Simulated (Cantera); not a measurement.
Input: 1 mol Fe2O3, 0.78 mol C, 10 mol N2, at 0.450 bar.

Equilibrium computed with Cantera from the NASA thermochemical tables; the gas is ideal and each condensed phase is pure. Candidate condensed phases: C, Fe, Fe(CO)5, FeO, Fe2O3, Fe3O4; 27 gas species. The tables' stoichiometric FeO is somewhat more stable than real wüstite, so its field is too wide. FeO: taken at fixed stoichiometry. Rates play no part.

Q: Which condensed phases are stable at each of these points (T (°C)): 752, 852, 952, 1052, 1152, 1252, 1352, 1452, 1552?

A: 
| T (°C) | condensed phases | Fe condensed (%) |
|---|---|---|
| 752 | FeO(s) | 100.0 |
| 852 | FeO(s) | 100.0 |
| 952 | FeO(s) | 100.0 |
| 1052 | FeO(s) | 100.0 |
| 1152 | FeO(s) | 100.0 |
| 1252 | FeO(s) | 100.0 |
| 1352 | FeO(s) | 100.0 |
| 1452 | FeO(l) | 100.0 |
| 1552 | FeO(l) | 100.0 |

From 752 °C to 1352 °C the condensed part is FeO(s). From 1452 °C to 1552 °C the condensed part is FeO(l).
